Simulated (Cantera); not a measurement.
A closed system holds: 1 mol Ca(OH)₂, 2.6 mol CO₂, equilibrated at 10.0 Torr.

Equilibrium computed with Cantera from the NASA thermochemical tables; the gas is ideal and each condensed phase is pure. Candidate condensed phases: C, C₆H₆, C₇H₈, C₈H₁₈, Ca, CaCO₃, CaO, Ca(OH)₂, H₂O; 115 gas species. Kinetics and transport are ignored. All values below are at 1477 °C.

Base state: CO₂ 0.708, H₂O 0.275, CO 0.0101, O₂ 0.00535, H₂ 0.00108, OH 0.000984, H 6.63e-5, O 4.74e-5 (mole fractions); condensed: CaO(s).

**Question.** What changes in the equilibrium state with this change: pressure from 10.0 Torr to 750 Torr?

**Answer.** 
| species | before | after |
|---|---|---|
| CO₂ | 0.708 | 0.719 |
| H₂O | 0.275 | 0.277 |
| CO | 0.0101 | 0.00242 |
| O₂ | 0.00535 | 0.00128 |
| H | 6.63e-5 | 3.74e-6 |
| O | 4.74e-5 | 2.68e-6 |
| CaO(s), mol | 1.000 | 1.000 |
